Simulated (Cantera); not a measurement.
Diamond growth

A diamond (100) surface in a fixed gas of H2 with x(CH4) = 0.0033, x(H) = 0.00097, x(CH3) = 8.4e-05, at 1375 K; coverages are run to steady state.

Detailed kinetics in Cantera: the Harris–Goodwin 1993 mechanism for the reconstructed diamond (100) surface.

```json
[
 {"P (Pa)": "400", "growth (µm/h)": "0.00351", "θ c6HH": "0.411", "θ c6H*": "0.0531", "θ c6*H": "0.504", "θ c6**": "0.0316", "θ c6HM": "2.39e-6"},
 {"P (Pa)": "680", "growth (µm/h)": "0.00953", "θ c6HH": "0.412", "θ c6H*": "0.0530", "θ c6*H": "0.504", "θ c6**": "0.0315", "θ c6HM": "4.14e-6"},
 {"P (Pa)": "1100", "growth (µm/h)": "0.0229", "θ c6HH": "0.412", "θ c6H*": "0.0530", "θ c6*H": "0.503", "θ c6**": "0.0314", "θ c6HM": "6.88e-6"},
 {"P (Pa)": "1900", "growth (µm/h)": "0.0596", "θ c6HH": "0.413", "θ c6H*": "0.0530", "θ c6*H": "0.503", "θ c6**": "0.0313", "θ c6HM": "1.23e-5"},
 {"P (Pa)": "3200", "growth (µm/h)": "0.140", "θ c6HH": "0.413", "θ c6H*": "0.0529", "θ c6*H": "0.503", "θ c6**": "0.0313", "θ c6HM": "2.17e-5"},
 {"P (Pa)": "5500", "growth (µm/h)": "0.320", "θ c6HH": "0.413", "θ c6H*": "0.0529", "θ c6*H": "0.502", "θ c6**": "0.0312", "θ c6HM": "3.89e-5"},
 {"P (Pa)": "9200", "growth (µm/h)": "0.663", "θ c6HH": "0.413", "θ c6H*": "0.0529", "θ c6*H": "0.502", "θ c6**": "0.0311", "θ c6HM": "6.75e-5"},
 {"P (Pa)": "15000", "growth (µm/h)": "1.27", "θ c6HH": "0.413", "θ c6H*": "0.0529", "θ c6*H": "0.502", "θ c6**": "0.0311", "θ c6HM": "0.000113"}
]
```
θ: site fractions in the mechanism's names (c6HH fully hydrogenated, c6H* and c6*H radical sites, c6** diradical, c6HM methylated).
